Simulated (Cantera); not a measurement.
An isothermal, constant-pressure homogeneous reactor starts with CH₄ : O₂ : N₂ = 0.002 : 0.0058 : 1 (molar parts), equivalence ratio 0.69, at 950 K and 4.93 atm. Integrator tolerance rtol = 1e-08.

Detailed kinetics in Cantera: GRI-Mech 3.0 (53 species, 325 reactions). Below about 1000 K GRI-Mech 3.0 lacks low-temperature oxidation paths.

Question: What does this change do: 0.01 parts H2 added?

Answer: 
| quantity | before | after |
|---|---|---|
| x(CH₄) at 2.00 s | 0.00198 (gas-phase equilibrium <1e-12) | 0.000700 (gas-phase equilibrium 5.01e-8) |
| x(O₂) at 2.00 s | 0.00575 (gas-phase equilibrium 0.00179) | 0.00134 (gas-phase equilibrium <1e-12) |
| x(HCO) at 2.00 s | <1e-12 (gas-phase equilibrium <1e-12) | 8.88e-11 (gas-phase equilibrium <1e-12) |
| x(HO₂) at 2.00 s | 3.53e-9 (gas-phase equilibrium 3.35e-12) | 1.75e-6 (gas-phase equilibrium <1e-12) |
| x(H) at 2.00 s | <1e-12 (gas-phase equilibrium <1e-12) | 2.96e-8 (gas-phase equilibrium 1.90e-11) |
| x(NO₂) at 2.00 s | <1e-12 (gas-phase equilibrium 2.91e-8) | 4.23e-12 (gas-phase equilibrium <1e-12) |
| x(N₂O) at 2.00 s | 2.54e-12 (gas-phase equilibrium 3.97e-10) | 9.75e-9 (gas-phase equilibrium <1e-12) |

Question: What does this change do: 0.0011 parts H2 added?

Answer: 
| quantity | before | after |
|---|---|---|
| x(CH₄) at 2.00 s | 0.00198 (gas-phase equilibrium <1e-12) | 0.000340 (gas-phase equilibrium <1e-12) |
| x(O₂) at 2.00 s | 0.00575 (gas-phase equilibrium 0.00179) | 0.00283 (gas-phase equilibrium 0.00124) |
| x(HCO) at 2.00 s | <1e-12 (gas-phase equilibrium <1e-12) | 1.01e-10 (gas-phase equilibrium <1e-12) |
| x(HO₂) at 2.00 s | 3.53e-9 (gas-phase equilibrium 3.35e-12) | 1.80e-6 (gas-phase equilibrium 2.87e-12) |
| x(H) at 2.00 s | <1e-12 (gas-phase equilibrium <1e-12) | 1.28e-8 (gas-phase equilibrium <1e-12) |
| x(NO₂) at 2.00 s | <1e-12 (gas-phase equilibrium 2.91e-8) | 2.85e-12 (gas-phase equilibrium 2.02e-8) |
| x(N₂O) at 2.00 s | 2.54e-12 (gas-phase equilibrium 3.97e-10) | 1.03e-8 (gas-phase equilibrium 3.31e-10) |
